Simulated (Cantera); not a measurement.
What does this Cantera script print?

```python
import numpy as np
import cantera as ct

gas_names = [...]  # 91 gases of nasa_gas.yaml made of C, Cl, H
cond_names = """
    C(gr) C6H6(L) C7H8(L) C8H18(L),n-octa
""".split()


# ... load() reads the species with a 1 bar reference pressure and builds the phases ...
atoms = {
    'CH3Cl': {'C': 1, 'H': 3, 'CL': 1},
    'HCl': {'H': 1, 'CL': 1},
}
top_T = {'C(gr)': 4500}  # K; cautious upper limits of use, not melting points


# ... equilibrate(T, P, feed) seeds the gas with the atoms and calls Mixture.equilibrate('TP', solver="vcs", rtol=1e-11, max_steps=5000) ...
results = []
feed = {'CH3Cl': 1, 'HCl': 0.46}  # mol
T = 1025  # K
P = 3200  # Pa
mix = equilibrate(T, P, feed)
results.append((T, P, feed, dict(zip(mix.species_names, mix.species_moles))))
x = sorted(zip(gas.X, gas.species_names), reverse=True)
print(f"T = {T:g} K  P = {P:g} Pa  gas = {mix.phase_moles(0):.4g} mol")
print("   x: " + "  ".join(f"{s} {v:.3e}" for v, s in x if v > 0.0001))
print("   condensed (mol): " + ("  ".join(f"{mix.phase(i).name} {mix.phase_moles(i):.4g}"
      for i in range(1, mix.n_phases) if mix.phase_moles(i) > 1e-12) or "none"))
```

Result:

```
T = 1025 K  P = 3200 Pa  gas = 2.459 mol
   x: HCL 5.937e-01  H2 4.059e-01  CH4 3.875e-04
   condensed (mol): C(gr) 0.999
```

Cantera equilibrium calculation (NASA polynomials, part measured and part estimated; ideal gas, pure solids and liquids).
